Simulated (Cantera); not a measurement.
## H2S + SO2 (abatement and gas-phase synthesis)

Charge: 1 mol H2S, 0.04 mol SO2, equilibrated at 2475 K.

These are equilibrium values from Cantera (NASA tables, ideal gas, pure condensed phases), not measurements of a reactor. Candidate condensed phases: H2O, H2SO4, S; 19 gas species. The ideal-gas law is rough above about 30 bar. Rates play no part.

From 0.000100 bar to 300 bar nothing is condensed.

```tsv
P (Pa)	log p H	log p H2	log p H2S	log p S	log p S2	log p SH	log p H2O	log p SO
10	-4.25	-5.20	-8.96	-4.48	-6.15	-6.45	-7.11	-5.76
65	-3.59	-3.88	-6.85	-3.70	-4.58	-5.01	-5.61	-4.79
420	-3.05	-2.81	-5.13	-3.05	-3.28	-3.82	-4.35	-3.95
2700	-2.59	-1.89	-3.69	-2.53	-2.25	-2.85	-3.23	-3.24
17000	-2.17	-1.05	-2.41	-2.09	-1.36	-1.98	-2.24	-2.64
110000	-1.77	-0.24	-1.19	-1.67	-0.53	-1.16	-1.32	-2.11
720000	-1.38	0.54	-0.01	-1.27	0.27	-0.37	-0.44	-1.61
4700000	-1.01	1.27	1.10	-0.89	1.02	0.37	0.42	-1.10
30000000	-0.68	1.93	2.11	-0.54	1.73	1.05	1.27	-0.57
```
log p: log10 of the partial pressure in bar; nothing condenses.
